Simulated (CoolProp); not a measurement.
The fluid at 293.15 K and 0.334 MPa flows at 0.94 m/s in a round tube of 4.6 mm bore and 1.5 µm roughness, fully developed (64/Re and Nu = 3.66 if laminar; Colebrook and Gnielinski if turbulent). The same conditions are run with several fluids, on thermodynamics alone (safety and materials aside).

The numbers come from the reference Helmholtz-energy equation of state of each fluid (R245fa: Akasaka 2015; benzene: Thol 2012; n-heptane: Span 2003; methanol: de Reuck 1993) in CoolProp.

| fluid | Reynolds number | Darcy friction factor | pressure drop (Pa/m) | heat-transfer coefficient (W/(m² K)) | mass flow (kg/h) |
|---|---|---|---|---|---|
| R245fa | 13900 | 0.0289 | 3760 | 2050 | 76.1 |
| benzene | 5860 | 0.0361 | 3050 | 1520 | 49.4 |
| n-heptane | 7160 | 0.0342 | 2250 | 1580 | 38.5 |
| methanol | 5840 | 0.0362 | 2750 | 2080 | 44.5 |

Transport values come from each fluid's own correlations; those of R245fa are estimates that may be off by 10 % or more.
